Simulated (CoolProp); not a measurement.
Nitrous oxide at 278.59 K and 2.32 MPa is compressed adiabatically to 9.66 MPa with isentropic efficiency 0.7. Each further row changes one setting.

Values from CoolProp's reference Helmholtz-energy equation of state, Lemmon 2006. It is a short technical equation, of lower accuracy than the large ones.

| case | work (kJ/kg) | final temperature (K) | final density (kg/m³) |
|---|---|---|---|
| as stated | ? | ? | ? |
| efficiency 1 | ? | 391.9 | ? |
| efficiency 0.65 | 109 | ? | 145 |

Question: Fill in the missing entries.

Answer: 
- as stated, work (kJ/kg): 102
- as stated, final temperature (K): 414.2
- as stated, final density (kg/m³): 149
- efficiency 1, work (kJ/kg): 71.2
- efficiency 1, final density (kg/m³): 167
- efficiency 0.65, final temperature (K): 420.2
